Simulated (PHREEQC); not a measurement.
PHREEQC input (ion-association model, phreeqc.dat):

```
SOLUTION 0
  temp 25
  units mmol/kgw
  pH 7 charge
  Cl 3.63
  Li 0.62
  Ca 1.5
  O(0) 1 O2(g) -0.68
SOLUTION 1-30
  temp 25
  units mmol/kgw
  pH 7 charge
  S(6) 0.53
  Zn 9.33
  Cl 17.61
  O(0) 1 O2(g) -0.68
END
EXCHANGE 1-30
  X 0.0097
  -equilibrate 1
END
SELECTED_OUTPUT 1
  -reset false
  -pH true
  -pe true
  -ionic_strength true
  -water true
  -step true
  -totals Ca Cl Li S Zn S(-2) S(6)
  -molalities CaX2 ZnX2 LiX
  -saturation_indices Gypsum Zn(OH)2(e)
PRINT
  -reset false
TRANSPORT
  -cells 30
  -shifts 240
  -lengths 0.0333333
  -time_step 3600
  -dispersivities 0.05
  -boundary_conditions flux flux
  -correct_disp true
  -punch_cells 30
  -punch_frequency 8
END
```

Selected output (columns that matter, 9 of 31 rows; pore volumes added in front):

```
pore volumes	pH	mu	Ca	Cl	Li	S	Zn	m_CaX2	m_ZnX2	m_LiX	si_Gypsum	si_Zn(OH)2(e)
0	5.0264	0.027264	0	0.01761	0	0.00053	0.00933	0	0.00485	0	-1000	-3.7633
1.0833	5.0293	0.012794	2.079e-05	0.0083843	0.00035824	0.00018024	0.0041675	2.4443e-05	0.0048166	1.7993e-05	-4.3805	-4.0279
2.15	5.024	0.0052033	8.1458e-05	0.0036853	0.00061076	2.0961e-06	0.0014529	0.00025796	0.004567	5.0132e-05	-5.5267	-4.4247
2.95	5.0248	0.0051145	0.00029291	0.0036311	0.00061967	4.3512e-08	0.0012079	0.00094712	0.0038772	5.1392e-05	-6.6481	-4.5022
4.0167	5.0268	0.0051191	0.00074959	0.00363	0.00062003	2.107e-10	0.0007504	0.0024197	0.0024046	5.1378e-05	-8.55	-4.705
5.0833	5.0284	0.0051246	0.001128	0.00363	0.00062001	9.6338e-13	0.00037198	0.0036345	0.0011898	5.133e-05	-10.708	-5.0065
5.8833	5.0292	0.0051271	0.0013	0.00363	0.00062001	1.6739e-14	0.00019999	0.0041852	0.00063915	5.1308e-05	-12.405	-5.2746
6.95	5.0297	0.0051288	0.0014191	0.00363	0.00062	7.4933e-17	8.0863e-05	0.0045661	0.00025828	5.1293e-05	-14.714	-5.6668
8.0167	5.03	0.0051296	0.0014691	0.00363	0.00062	3.3473e-19	3.0883e-05	0.0047257	9.8616e-05	5.1286e-05	-17.049	-6.0844
```

Complexes and solids missing from the database can't appear.
